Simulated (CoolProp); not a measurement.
R134a along the isobar 21.3 MPa: fugacity coefficient from the reference equation and from simpler models built on Tc = 374.2 K, pc = 4.059 MPa, ω = 0.327; each cubic takes its own stable root.

Computed with CoolProp (reference Helmholtz-energy equation of state, Tillner-Roth 1994).

```tsv
T (K)	phase	reference
371.9	liquid	0.2163
381.1	supercritical	0.2438
390.3	supercritical	0.2724
399.6	supercritical	0.3021
408.8	supercritical	0.3320
418.1	supercritical	0.3626
427.3	supercritical	0.3931
436.5	supercritical	0.4234
445.8	supercritical	0.4539
455	supercritical	0.4835
```

How far does each simpler model (van der Waals, Redlich-Kwong, Soave-Redlich-Kwong, Peng-Robinson) lie from the reference over these 10 states: mean and median of the absolute difference, and the worst?


- van der Waals: mean 16.7 %, median 13.5 %, worst +43.3 % at 371.9 K and 21.3 MPa
- Redlich-Kwong: mean 5.6 %, median 3.8 %, worst +14.8 % at 371.9 K and 21.3 MPa
- Soave-Redlich-Kwong: mean 13.5 %, median 13.6 %, worst +14.0 % at 371.9 K and 21.3 MPa
- Peng-Robinson: mean 2.6 %, median 2.6 %, worst +2.7 % at 390.3 K and 21.3 MPa
